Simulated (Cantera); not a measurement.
Equilibrium for tantalum, niobium, vanadium and zirconium in process gases: V + H2O + H2

A closed system holds: 1 mol V, 0.048 mol H2O, 13 mol H2, equilibrated at 0.00398 Torr.

These are equilibrium values from Cantera (NASA tables, ideal gas, pure condensed phases), not measurements of a reactor. Candidate condensed phases: H2O, V, VO, V2O3, V2O4, V2O5; 12 gas species. Condensed phases not in the tables: N, O or C dissolved in the metal. Equilibrium is a limit: real reactors are often held back by kinetics, nucleation or transport.

```json
[
 {"T (°C)": "1600", "x H": "0.236", "x H2": "0.706", "x V": "0.0556", "x VO": "0.00300", "x O": "5.47e-8", "x VO2": "1.27e-5", "n V(s)": "0.0709"},
 {"T (°C)": "1650", "x H": "0.322", "x H2": "0.618", "x V": "0.0569", "x VO": "0.00283", "x O": "1.50e-7", "x VO2": "1.19e-5", "n V(s)": "0"},
 {"T (°C)": "1700", "x H": "0.423", "x H2": "0.521", "x V": "0.0535", "x VO": "0.00266", "x O": "4.23e-7", "x VO2": "1.19e-5", "n V(s)": "0"},
 {"T (°C)": "1750", "x H": "0.532", "x H2": "0.416", "x V": "0.0498", "x VO": "0.00247", "x O": "1.13e-6", "x VO2": "1.17e-5", "n V(s)": "0"},
 {"T (°C)": "1800", "x H": "0.639", "x H2": "0.313", "x V": "0.0461", "x VO": "0.00229", "x O": "2.89e-6", "x VO2": "1.15e-5", "n V(s)": "0"},
 {"T (°C)": "1850", "x H": "0.733", "x H2": "0.221", "x V": "0.0429", "x VO": "0.00212", "x O": "7.04e-6", "x VO2": "1.12e-5", "n V(s)": "0"},
 {"T (°C)": "1900", "x H": "0.809", "x H2": "0.149", "x V": "0.0404", "x VO": "0.00199", "x O": "1.64e-5", "x VO2": "1.10e-5", "n V(s)": "0"},
 {"T (°C)": "1950", "x H": "0.863", "x H2": "0.0962", "x V": "0.0386", "x VO": "0.00187", "x O": "3.67e-5", "x VO2": "1.08e-5", "n V(s)": "0"},
 {"T (°C)": "2000", "x H": "0.900", "x H2": "0.0608", "x V": "0.0374", "x VO": "0.00177", "x O": "7.80e-5", "x VO2": "1.05e-5", "n V(s)": "0"}
]
```
x: gas mole fraction; n: condensed amount in mol.

At 1600 °C the condensed part is V(s). From 1650 °C to 2000 °C nothing is condensed. The main V-bearing gas is V throughout.
